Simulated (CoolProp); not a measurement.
A Linde-Hampson liquefier for ethylene: isothermal reversible compression at 290 K from 1 atm to 30 MPa, throttling to 1 atm, return gas leaving the recuperator 2 K below the feed. Each further row changes one setting.

The numbers come from the reference Helmholtz-energy equation of state, Smukala 2000 in CoolProp.

```tsv
case	liquid yield per pass	compression work (kJ/kg of gas)
as stated	0.506	373
high pressure 60 MPa	0.475	437
warm-end temperature 320 K	0.426	444
warm-end gap 7 K	0.500	373
```
